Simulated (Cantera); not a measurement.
A perfectly stirred reactor is fed with CH₄ : C₂H₆ : O₂ : N₂ : H₂O = 1 : 0.83 : 3.27 : 13.1 : 0.44 (molar parts), at 5.00 bar; it is adiabatic with a 475 K inlet, and is followed from long to short residence time, starting on the burning branch (τ in s: 0.072, 0.029, 0.011, 0.0045, 0.0018, 0.0007, 0.00028, 0.00011, 4.3e-05, 1.7e-05).

Computed with Cantera and GRI-Mech 3.0 (53 species, 325 reactions).

Q: What does this change do: O2 3.27 to 4.8 parts?

A: 
| quantity | before | after |
|---|---|---|
| blow-out, bracketed by the residence times tried | burning at 0.280 ms, out at 0.110 ms | burning at 17.0 µs, the shortest tried |
| x(CH₄) at τ = 72.0 ms | 0.00144 | 2.44e-7 |
| x(C₂H₆) at τ = 72.0 ms | 1.14e-6 | 1.61e-8 |
| x(O₂) at τ = 72.0 ms | 0.000144 | 0.00848 |
| x(OH) at τ = 72.0 ms | 5.04e-5 | 0.00808 |
| x(CO) at τ = 72.0 ms | 0.0818 | 0.0265 |
| x(CH₄) at τ = 0.700 ms | 0.00563 | 1.75e-5 |
| x(C₂H₆) at τ = 0.700 ms | 0.000107 | 1.63e-6 |
| x(O₂) at τ = 0.700 ms | 0.00607 | 0.0126 |
| x(OH) at τ = 0.700 ms | 0.000153 | 0.00979 |
| x(CO) at τ = 0.700 ms | 0.0715 | 0.0305 |

Q: What does this change do: O2 3.27 to 4.5 parts?

A: 
```json
[
 {"quantity": "blow-out, bracketed by the residence times tried", "before": "burning at 0.280 ms, out at 0.110 ms", "after": "burning at 17.0 µs, the shortest tried"},
 {"quantity": "x(CH₄) at τ = 72.0 ms", "before": "0.00144", "after": "4.63e-7"},
 {"quantity": "x(C₂H₆) at τ = 72.0 ms", "before": "1.14e-6", "after": "2.06e-8"},
 {"quantity": "x(O₂) at τ = 72.0 ms", "before": "0.000144", "after": "0.00274"},
 {"quantity": "x(OH) at τ = 72.0 ms", "before": "5.04e-5", "after": "0.00543"},
 {"quantity": "x(CO) at τ = 72.0 ms", "before": "0.0818", "after": "0.0355"},
 {"quantity": "x(CH₄) at τ = 0.700 ms", "before": "0.00563", "after": "2.40e-5"},
 {"quantity": "x(C₂H₆) at τ = 0.700 ms", "before": "0.000107", "after": "2.02e-6"},
 {"quantity": "x(O₂) at τ = 0.700 ms", "before": "0.00607", "after": "0.00629"},
 {"quantity": "x(OH) at τ = 0.700 ms", "before": "0.000153", "after": "0.00772"},
 {"quantity": "x(CO) at τ = 0.700 ms", "before": "0.0715", "after": "0.0396"}
]
```
